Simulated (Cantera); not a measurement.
Cantera run:

```python
import numpy as np
import cantera as ct

gas_names = """
    H HNO HNO2 HNO3 HO2 H2 H2O H2O2 N NH NH2 NH3 NH2OH NO NO2 NO3 N2 N2H2 N2H4 N2O O OH O2 O3 Si SiH
    SiH2 SiH3 SiH4 SiN SiO SiO2 Si2 Si2N Si3
""".split()
cond_names = """
    H2O(s) H2O(L) Si(cr) Si(L) SiO2(Lqz) SiO2(hqz) SiO2(L) Si2N2O(s) Si3N4(a)
""".split()


# ... load() reads the species with a 1 bar reference pressure and builds the phases ...
atoms = {
    'Si3N4': {'Si': 3, 'N': 4},
    'H2O': {'H': 2, 'O': 1},
}
top_T = {'Si2N2O(s)': 2100, 'Si3N4(a)': 2400}  # K; cautious upper limits of use, not melting points


# ... equilibrate(T, P, feed) seeds the gas with the atoms and calls Mixture.equilibrate('TP', solver="vcs", rtol=1e-11, max_steps=5000) ...
results = []
feed = {'Si3N4': 1, 'H2O': 1.1}  # mol
P = 1333.22  # Pa
for T in [923, 998, 1073, 1148, 1223, 1298, 1373, 1448, 1523, 1598, 1673, 1748, 1823, 1898]:
    mix = equilibrate(T, P, feed)
    results.append((T, P, feed, dict(zip(mix.species_names, mix.species_moles))))

top = {s: max(r[3][s] / sum(r[3][g] for g in gas_names) for r in results) for s in gas_names}
cols = sorted((s for s in top if top[s] > 1e-06), key=lambda s: -top[s])[:6]
seen = [c for c in cond_names if any(r[3].get(c, 0) > 1e-12 for r in results)]
print("log10 of partial pressures in bar; condensed amounts in mol")
print(f"{'T/K':>10s}" + "".join(f"{s[:9]:>10s}" for s in cols + seen))
for T, P, feed, n in results:
    ng = sum(n[g] for g in gas_names)
    print(f"{T:10.4g}" + "".join(f"{np.log10(max(n[s] / ng * P / 1e5, 1e-99)):10.3f}" for s in cols)
          + "".join(f"{n.get(c, 0):10.4g}" for c in seen))
```

Result:

```
log10 of partial pressures in bar; condensed amounts in mol
       T/K        H2        N2       SiO         H        Si       SiH     Si(L) Si2N2O(s)  Si3N4(a)
       923    -2.000    -2.477   -19.387   -10.612   -24.328   -23.153         0       1.1    0.2667
       998    -2.000    -2.477   -16.887    -9.667   -21.364   -20.514         0       1.1    0.2667
      1073    -2.000    -2.477   -14.743    -8.854   -18.817   -18.246         0       1.1    0.2667
      1148    -2.000    -2.477   -12.883    -8.145   -16.606   -16.279         0       1.1    0.2667
      1223    -2.000    -2.477   -11.255    -7.522   -14.668   -14.555         0       1.1    0.2667
      1298    -2.000    -2.477    -9.819    -6.970   -12.957   -13.033         0       1.1    0.2667
      1373    -2.000    -2.477    -8.542    -6.478   -11.435   -11.680         0       1.1    0.2667
      1448    -2.000    -2.477    -7.401    -6.035   -10.073   -10.470         0       1.1    0.2667
      1523    -2.000    -2.477    -6.375    -5.636    -8.846    -9.381         0       1.1    0.2667
      1598    -2.000    -2.477    -5.447    -5.274    -7.737    -8.396         0       1.1    0.2668
      1673    -2.002    -2.477    -4.605    -4.944    -6.729    -7.502         0     1.097    0.2676
      1748    -2.023    -2.435    -3.851    -4.652    -5.837    -6.724   0.07904     1.084    0.2457
      1823    -2.206    -2.216    -3.008    -4.466    -5.355    -6.429    0.9723    0.9267         0
      1898    -2.461    -2.199    -2.458    -4.338    -4.911    -6.200     1.895         0         0
```

Cantera equilibrium calculation (NASA polynomials, part measured and part estimated; ideal gas, pure solids and liquids). Mutual solubility and eutectic melting of coexisting phases are not modelled. The tables' values for SiN are old estimates; treat these amounts as uncertain. Gases not in the tables: Si2H6 and higher silanes.
